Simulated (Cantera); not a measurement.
What does this Cantera script print?

```python
import numpy as np
import cantera as ct

gas = ct.Solution("gri30.yaml")


def delay(T, t_max=10):
    gas.TPX = T, 100000, {'CH4': 1, 'C2H6': 0.19, 'O2': 3.42, 'N2': 12.8}
    reactor = ct.IdealGasConstPressureReactor(gas, clone=False)
    net = ct.ReactorNet([reactor])
    net.rtol, net.atol = 1e-8, 1e-16
    while net.time < t_max:
        t_old, T_old = net.time, reactor.T
        net.step()
        if reactor.T > T + 400:  # ignition: a rise of 400 K
            return t_old + (T + 400 - T_old) / (reactor.T - T_old) * (net.time - t_old)
    return np.nan


taus = []
for T in [1125, 1200, 1275, 1350, 1425, 1500, 1575, 1650, 1725, 1800]:
    taus.append(delay(T))
    print(f"T0 = {T:6g} K   tau = {taus[-1]:.4e} s")
```

Output:

```
T0 =   1125 K   tau = 9.4536e-03 s
T0 =   1200 K   tau = 2.9347e-03 s
T0 =   1275 K   tau = 1.1764e-03 s
T0 =   1350 K   tau = 5.5740e-04 s
T0 =   1425 K   tau = 2.9128e-04 s
T0 =   1500 K   tau = 1.6224e-04 s
T0 =   1575 K   tau = 9.5409e-05 s
T0 =   1650 K   tau = 5.9220e-05 s
T0 =   1725 K   tau = 3.8794e-05 s
T0 =   1800 K   tau = 2.6755e-05 s
```

Model: GRI-Mech 3.0 (53 species, 325 reactions), integrated in Cantera.
